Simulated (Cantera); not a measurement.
Cantera run, input and output.

```python
import numpy as np
import cantera as ct

gas = ct.Solution("h2o2.yaml")
gas.TPX = 600, 101325, {'H2': 1, 'O2': 0.61, 'N2': 2.29}
inlet = ct.Reservoir(gas, clone=True)
gas.equilibrate("HP")  # start burning
reactor = ct.IdealGasConstPressureReactor(gas, energy="on", clone=False)
exhaust = ct.Reservoir(gas, clone=True)
tau = [0.025, 0.014, 0.0078, 0.0044, 0.0024, 0.0014, 0.00076, 0.00042, 0.00024, 0.00013, 7.4e-05][0]
for a, b in ((inlet, reactor), (reactor, exhaust)):
    ct.MassFlowController(a, b, mdot=lambda t: reactor.mass / tau)
net = ct.ReactorNet([reactor])
show = ['H2', 'O2', 'H2O', 'H2O2', 'HO2']

rows = []
print(f"{'tau/s':>10s}{'T/K':>9s}" + "".join(f"{s:>11s}" for s in show))
for tau in [0.025, 0.014, 0.0078, 0.0044, 0.0024, 0.0014, 0.00076, 0.00042, 0.00024, 0.00013, 7.4e-05]:
    net.initial_time = 0.0
    net.advance(30 * tau)
    before = gas.X
    net.advance(40 * tau)
    drift = np.max(np.abs(gas.X - before) / (gas.X + 1e-9))
    rows.append([gas.T, *gas[show].X, drift])
    print(f"{tau:10.3e}{gas.T:9.1f}" + "".join(f"{x:11.3e}" for x in gas[show].X))
```

It prints:

```
     tau/s      T/K         H2         O2        H2O       H2O2        HO2
 2.500e-02   2383.8  6.189e-03  3.189e-02  2.793e-01  2.712e-07  4.402e-06
 1.400e-02   2376.2  6.735e-03  3.202e-02  2.783e-01  2.667e-07  4.446e-06
 7.800e-03   2363.1  7.673e-03  3.225e-02  2.766e-01  2.617e-07  4.549e-06
 4.400e-03   2341.9  9.160e-03  3.264e-02  2.738e-01  2.596e-07  4.784e-06
 2.400e-03   2306.8  1.153e-02  3.335e-02  2.694e-01  2.671e-07  5.334e-06
 1.400e-03   2262.2  1.437e-02  3.429e-02  2.640e-01  2.887e-07  6.270e-06
 7.600e-04   2195.3  1.827e-02  3.578e-02  2.563e-01  3.373e-07  8.065e-06
 4.200e-04   2114.2  2.243e-02  3.765e-02  2.477e-01  4.193e-07  1.072e-05
 2.400e-04   2024.3  2.642e-02  3.978e-02  2.388e-01  5.496e-07  1.414e-05
 1.300e-04   1913.1  3.061e-02  4.257e-02  2.286e-01  8.036e-07  1.893e-05
 7.400e-05   1801.8  3.440e-02  4.566e-02  2.189e-01  1.233e-06  2.439e-05
```

Model: the H2/O2 subset of GRI-Mech 3.0, which has no nitrogen chemistry, integrated in Cantera.
